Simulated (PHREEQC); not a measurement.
# Metal-bearing waste water: an equilibrium model

Make-up at 25 °C: 0.0038 mol/kgw MnSO4, 0.0006 mol/kgw CaCl2 and 0.0054 mol/kgw HCl. Closed to the air; pH follows from the charge balance.

All values are PHREEQC results (ion-association model, phreeqc.dat), not measurements.

This is a speciation only: nothing precipitates in the calculation.

Task: Estimate the pH.

Result: pH 2.38.

Task: In which forms is Mn present?

Result: Mn+2 85 %, MnSO4 14 %, MnCl+ 1.4 % of the Mn.
